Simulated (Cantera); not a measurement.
Input (Python, Cantera):

```python
import numpy as np
import cantera as ct

gas = ct.Solution("gri30.yaml")
gas.TPX = 975, 2900, {'H2': 0.31, 'O2': 1, 'H2O': 0.0045}
reactor = ct.IdealGasConstPressureReactor(gas, energy="off", clone=False)
net = ct.ReactorNet([reactor])
net.rtol, net.atol = 1e-08, 1e-18
show = ['H2', 'O2', 'H2O2', 'OH', 'H2O']
times = np.geomspace(0.0009, 5, 13)

steps = ct.SolutionArray(gas, extra=["t"])
rows = []
print(f"{'t/s':>10s}{'T/K':>9s}{'P/Pa':>11s}" + "".join(f"{s:>11s}" for s in show))
for t in times:
    while net.time < t:
        t_next = net.step()
        steps.append(gas.state, t=t_next)
    rows.append([np.interp(t, steps.t, y) for y in (steps.T, steps.P, *steps(*show).X.T)])
    print(f"{t:10.3e}{rows[-1][0]:9.1f}{rows[-1][1]:11.4g}" + "".join(f"{x:11.3e}" for x in rows[-1][2:]))
rate = np.gradient(steps.T, steps.t)
print("integrator steps:", len(steps.t))
if steps.T.max() > steps.T[0] + 200:
    print(f"time of steepest temperature rise: {steps.t[rate.argmax()]:.4e} s")
gas.TPX = 975, 2900, {'H2': 0.31, 'O2': 1, 'H2O': 0.0045}
gas.equilibrate("TP")
print(f"equilibrium (TP): T = {gas.T:.1f} K  " + "  ".join(f"{s} {gas[s].X[0]:.3e}" for s in show))
```

It prints:

```
       t/s      T/K       P/Pa         H2         O2       H2O2         OH        H2O
 9.000e-04    975.0       2900  2.358e-01  7.607e-01  2.880e-11  2.349e-07  3.426e-03
 1.846e-03    975.0       2900  1.908e-01  7.401e-01  3.956e-07  2.738e-03  3.641e-02
 3.788e-03    975.0       2900  8.116e-03  7.178e-01  1.923e-06  3.284e-03  2.511e-01
 7.770e-03    975.0       2900  1.388e-03  7.277e-01  1.435e-06  6.850e-04  2.689e-01
 1.594e-02    975.0       2900  3.804e-04  7.285e-01  9.203e-07  2.616e-04  2.706e-01
 3.270e-02    975.0       2900  1.121e-04  7.287e-01  5.479e-07  1.329e-04  2.710e-01
 6.708e-02    975.0       2900  2.993e-05  7.287e-01  3.031e-07  7.339e-05  2.712e-01
 1.376e-01    975.0       2900  6.871e-06  7.287e-01  1.597e-07  4.141e-05  2.712e-01
 2.823e-01    975.0       2900  1.360e-06  7.288e-01  8.123e-08  2.388e-05  2.712e-01
 5.791e-01    975.0       2900  2.540e-07  7.288e-01  4.076e-08  1.433e-05  2.712e-01
 1.188e+00    975.0       2900  5.854e-08  7.288e-01  2.069e-08  8.995e-06  2.712e-01
 2.437e+00    975.0       2900  1.958e-08  7.288e-01  1.066e-08  5.861e-06  2.712e-01
 5.000e+00    975.0       2900  7.960e-09  7.288e-01  5.518e-09  3.912e-06  2.712e-01
integrator steps: 1633
equilibrium (TP): T = 975.0 K  H2 7.644e-11  O2 7.288e-01  H2O2 7.998e-11  OH 3.806e-07  H2O 2.712e-01
```

Detailed kinetics in Cantera: GRI-Mech 3.0 (53 species, 325 reactions). Radical loss at walls, strong at low pressure, is not modelled. The temperature is held fixed by assumption; the heat of reaction is taken as removed at once.
